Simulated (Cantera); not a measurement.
An isothermal, constant-pressure homogeneous reactor starts with 2.51 % H₂, 76.2 % O₂, 21.3 % N₂, at 1275 K and 2.63 Torr.

Computed with Cantera and the H2/O2 subset of GRI-Mech 3.0, which has no nitrogen chemistry. Radical loss at walls, strong at low pressure, is not modelled.

x: mole fraction; the columns are a selection and need not sum to one.

```json
[
 {"t (s)": "0.000100", "x H₂": "0.0251", "x O₂": "0.762", "x H₂O₂": "<1e-12", "x H₂O": "3.63e-11", "x O": "4.67e-10", "x OH": "4.52e-10"},
 {"t (s)": "0.000403", "x H₂": "0.0251", "x O₂": "0.762", "x H₂O₂": "1.41e-12", "x H₂O": "1.58e-9", "x O": "5.04e-9", "x OH": "4.47e-9"},
 {"t (s)": "0.00163", "x H₂": "0.0251", "x O₂": "0.762", "x H₂O₂": "2.24e-11", "x H₂O": "(withheld)", "x O": "(withheld)", "x OH": "(withheld)"},
 {"t (s)": "0.00656", "x H₂": "0.0250", "x O₂": "0.762", "x H₂O₂": "3.46e-10", "x H₂O": "6.00e-5", "x O": "4.64e-5", "x OH": "3.40e-5"},
 {"t (s)": "0.0265", "x H₂": "0.000301", "x O₂": "0.740", "x H₂O₂": "1.03e-8", "x H₂O": "0.0224", "x O": "0.0195", "x OH": "0.00230"},
 {"t (s)": "0.107", "x H₂": "0.000280", "x O₂": "0.741", "x H₂O₂": "1.02e-8", "x H₂O": "0.0226", "x O": "0.0185", "x OH": "0.00223"},
 {"t (s)": "0.430", "x H₂": "0.000232", "x O₂": "0.744", "x H₂O₂": "1.00e-8", "x H₂O": "0.0231", "x O": "0.0150", "x OH": "0.00204"},
 {"t (s)": "1.74", "x H₂": "0.000119", "x O₂": "0.751", "x H₂O₂": "9.08e-9", "x H₂O": "0.0242", "x O": "0.00745", "x OH": "0.00147"},
 {"t (s)": "7.00", "x H₂": "2.35e-5", "x O₂": "0.757", "x H₂O₂": "5.45e-9", "x H₂O": "0.0251", "x O": "0.00143", "x OH": "0.000653"}
]
```

Q: Some entries are withheld; supply them.

A: 
- 0.00163, x H₂O: 6.51e-8
- 0.00163, x O: 7.04e-8
- 0.00163, x OH: 5.34e-8
